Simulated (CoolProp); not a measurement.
Fluorine at several states: density (kg/m³) from the reference equation and from simpler models built on Tc = 144.4 K, pc = 5240 kPa, ω = 0.045; each cubic takes its own stable root.

Values from CoolProp's reference Helmholtz-energy equation of state, de Reuck 1990.

```csv
T (K),p (kPa),phase,reference,van der Waals,Soave-Redlich-Kwong,Peng-Robinson
223.2,176,gas,3.613,3.615,3.613,3.616
226,17900,supercritical,433.8,462.1,421.0,445.1
260,11900,supercritical,225.0,237.0,221.7,229.7
134.9,1410,gas,54.34,53.27,54.42,55.08
234.6,8750,supercritical,188.5,196.8,186.6,192.8
```
